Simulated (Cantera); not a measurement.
An isothermal, constant-pressure homogeneous reactor starts with CH₄ : H₂O = 1 : 1.2 (molar parts), at 2050 K and 0.888 atm.

Model: GRI-Mech 3.0 (53 species, 325 reactions), integrated in Cantera.

x: mole fraction; the columns are a selection and need not sum to one.

```json
[
 {"t (s)": "1.00e-5", "x CH₄": "0.416", "x H₂O": "0.537", "x C₂H₂": "0.000548", "x O": "1.59e-7", "x H₂O₂": "2.19e-10", "x OH": "0.000130"},
 {"t (s)": "4.78e-5", "x CH₄": "0.217", "x H₂O": "0.463", "x C₂H₂": "0.0549", "x O": "2.16e-7", "x H₂O₂": "3.81e-10", "x OH": "0.000172"},
 {"t (s)": "0.000229", "x CH₄": "0.0691", "x H₂O": "0.384", "x C₂H₂": "0.120", "x O": "1.28e-7", "x H₂O₂": "2.53e-10", "x OH": "0.000139"},
 {"t (s)": "0.00109", "x CH₄": "0.0214", "x H₂O": "0.316", "x C₂H₂": "0.117", "x O": "1.23e-7", "x H₂O₂": "1.93e-10", "x OH": "0.000122"},
 {"t (s)": "0.00524", "x CH₄": "0.0133", "x H₂O": "0.204", "x C₂H₂": "0.0711", "x O": "9.11e-8", "x H₂O₂": "6.78e-11", "x OH": "7.18e-5"},
 {"t (s)": "0.0250", "x CH₄": "(withheld)", "x H₂O": "(withheld)", "x C₂H₂": "(withheld)", "x O": "(withheld)", "x H₂O₂": "1.30e-11", "x OH": "(withheld)"},
 {"t (s)": "0.120", "x CH₄": "0.00125", "x H₂O": "0.0497", "x C₂H₂": "0.00197", "x O": "3.12e-8", "x H₂O₂": "3.18e-12", "x OH": "1.55e-5"},
 {"t (s)": "0.573", "x CH₄": "3.93e-7", "x H₂O": "0.0445", "x C₂H₂": "1.04e-8", "x O": "2.84e-8", "x H₂O₂": "2.54e-12", "x OH": "1.38e-5"},
 {"t (s)": "2.74", "x CH₄": "4.65e-8", "x H₂O": "0.0445", "x C₂H₂": "6.67e-11", "x O": "2.84e-8", "x H₂O₂": "2.54e-12", "x OH": "1.38e-5"},
 {"t (s)": "13.1", "x CH₄": "4.65e-8", "x H₂O": "0.0445", "x C₂H₂": "6.67e-11", "x O": "2.84e-8", "x H₂O₂": "2.54e-12", "x OH": "1.38e-5"},
 {"t (s)": "62.7", "x CH₄": "4.65e-8", "x H₂O": "0.0445", "x C₂H₂": "6.67e-11", "x O": "2.84e-8", "x H₂O₂": "2.54e-12", "x OH": "1.38e-5"},
 {"t (s)": "300", "x CH₄": "4.65e-8", "x H₂O": "0.0445", "x C₂H₂": "6.67e-11", "x O": "2.84e-8", "x H₂O₂": "2.54e-12", "x OH": "1.38e-5"}
]
```

Q: Fill in the missing entries.

A: 
- 0.0250, x CH₄: 0.00599
- 0.0250, x H₂O: 0.0972
- 0.0250, x C₂H₂: 0.0231
- 0.0250, x O: 5.33e-8
- 0.0250, x OH: 3.13e-5
